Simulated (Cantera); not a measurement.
Feed: 1 mol SiH₂Cl₂, 2.9 mol N₂, at 7.50 Pa.

Method: chemical equilibrium by Gibbs-energy minimisation in Cantera with the NASA 1993 tables (ideal gas, pure condensed phases). Candidate condensed phases: NH₄Cl, Si, Si₃N₄; 28 gas species. N₂ is the only nitrogen source here; it is nearly inert below about 1500 K, so the nitride shown seldom forms there in practice. Kinetics and transport are ignored.

Over these rows the condensed part is Si₃N₄(s). Partial pressures as log10 of bar:

```tsv
T (K)	1000/T (1/K)	log p SiCl₂	log p N₂	log p HCl	log p H₂	log p SiCl₄
823	1.2151	-11.16	-4.37	-4.65	-5.17	-5.47
873	1.1455	?	-4.37	-4.63	-5.20	-5.50
923	1.0834	-9.23	-4.38	-4.62	-5.22	-5.52
973	1.0277	-8.42	-4.38	-4.61	-5.24	-5.54
1023	0.9775	-7.69	-4.38	-4.61	-5.25	-5.56
1073	0.9320	-7.04	-4.38	-4.60	-5.27	-5.59
```

Problem. Fit log p(SiCl₂) = a + b·(1000/T) to the five rows, give the apparent enthalpy, and predict the row at 873 K.

Solution. Means: 1000/T = 1.0471, log p = -8.708. Sxy = -0.699311, Sxx = 0.0480102, so b = -14.57 and a = -8.708 − (-14.57)×1.0471 = 6.55.
Apparent enthalpy: −19.145 × (-14.57) = 279 kJ/mol. With the condensed phases at unit activity, 1/6 Si₃N₄(s) + 1/2 SiCl₄(g) = SiCl₂(g) + 1/3 N₂(g) links this pressure to the main gases: over the six rows their terms move log p by -0.06 in all, so the slope is close to that reaction's ΔH°. The five rows lie within 0.01 of the line.
Prediction at 873 K: 6.55 + (-14.57)×1.1455 = -10.14. The computed value is -10.14, 0.00 from the line.
